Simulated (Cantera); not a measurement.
A Cantera script and what it prints.

```python
import numpy as np
import cantera as ct

gas_names = """
    CL CL2 H HCL H2 Si SiCL SiCL2 SiCL3 SiCL4 SiH SiHCL3 SiH2 SiH2CL2 SiH3 SiH3CL SiH4 Si2 Si3
""".split()
cond_names = """
    Si(cr) Si(L)
""".split()


# ... load() reads the species with a 1 bar reference pressure and builds the phases ...
atoms = {
    'SiCl4': {'Si': 1, 'CL': 4},
    'H2': {'H': 2},
}
top_T = {}  # K; cautious upper limits of use, not melting points


# ... equilibrate(T, P, feed) seeds the gas with the atoms and calls Mixture.equilibrate('TP', solver="vcs", rtol=1e-11, max_steps=5000) ...
results = []
feed = {'SiCl4': 1, 'H2': 290}  # mol
T = 1000  # K
P = 10000  # Pa
mix = equilibrate(T, P, feed)
results.append((T, P, feed, dict(zip(mix.species_names, mix.species_moles))))
x = sorted(zip(gas.X, gas.species_names), reverse=True)
print(f"T = {T:g} K  P = {P:g} Pa  gas = {mix.phase_moles(0):.4g} mol")
print("   x: " + "  ".join(f"{s} {v:.3e}" for v, s in x if v > 0.0001))
print("   condensed (mol): " + ("  ".join(f"{mix.phase(i).name} {mix.phase_moles(i):.4g}"
      for i in range(1, mix.n_phases) if mix.phase_moles(i) > 1e-12) or "none"))
```

It prints:

```
T = 1000 K  P = 10000 Pa  gas = 291.4 mol
   x: H2 9.912e-01  HCL 6.627e-03  SiHCL3 9.662e-04  SiCL4 9.167e-04  SiH2CL2 1.098e-04
   condensed (mol): Si(cr) 0.3809
```

Method: chemical equilibrium by Gibbs-energy minimisation in Cantera with the NASA 1993 tables (ideal gas, pure condensed phases). The tables' values for SiCl3 are old estimates; treat these amounts as uncertain.
